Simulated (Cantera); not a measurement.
A perfectly stirred reactor is fed with 9.17 % C₂H₆, 90.8 % N₂, at 0.987 atm; it is held at 1650 K, and followed from long to short residence time.

Computed with Cantera and GRI-Mech 3.0 (53 species, 325 reactions). GRI-Mech 3.0 stops at C3 and has no aromatics, soot or wall deposition, so with more carbon than oxygen in the feed, carbon stays in small species such as C2H2 where larger ones or solid carbon would form.

Q: Predict: x(C₂H₆) at τ = 5.40 s; x(C₂H₄) at τ = 5.40 s; x(C₂H) at τ = 5.40 s; x(H) at τ = 5.40 s; x(HCN) at τ = 5.40 s; x(C₂H₆) at τ = 0.110 s; x(C₂H₄) at τ = 0.110 s; x(C₂H) at τ = 0.110 s; x(H) at τ = 0.110 s; x(HCN) at τ = 0.110 s.

A: 
```json
{
  "x(C₂H₆) at τ = 5.40 s": "3.03e-6",
  "x(C₂H₄) at τ = 5.40 s": "0.000787",
  "x(C₂H) at τ = 5.40 s": "8.15e-8",
  "x(H) at τ = 5.40 s": "3.67e-5",
  "x(HCN) at τ = 5.40 s": "1.60e-6",
  "x(C₂H₆) at τ = 0.110 s": "9.30e-5",
  "x(C₂H₄) at τ = 0.110 s": "0.00111",
  "x(C₂H) at τ = 0.110 s": "1.27e-7",
  "x(H) at τ = 0.110 s": "5.40e-5",
  "x(HCN) at τ = 0.110 s": "5.14e-7"
}
```
